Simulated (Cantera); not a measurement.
A freely propagating, adiabatic, planar premixed flame of H2 : O2 : N2 : H2O = 1 : 0.62 : 2.98 : 0.17 (molar parts), equivalence ratio 0.81, unburnt at 375 K and 0.290 bar; mixture-averaged transport, grid criteria slope 0.08 and curve 0.16, no radiation.

Detailed kinetics in Cantera: the H2/O2 subset of GRI-Mech 3.0, which has no nitrogen chemistry. Burning velocities carry a grid error of a few per cent, more on coarse grids.

Q: Predict: laminar burning velocity; thermal thickness; peak x(H2O2); peak x(HO2); peak x(OH).

A: 
- laminar burning velocity = 165 cm/s
- thermal thickness = 1.87 mm
- peak x(H2O2) = 3.82e-5
- peak x(HO2) = 0.000187
- peak x(OH) = 0.00817
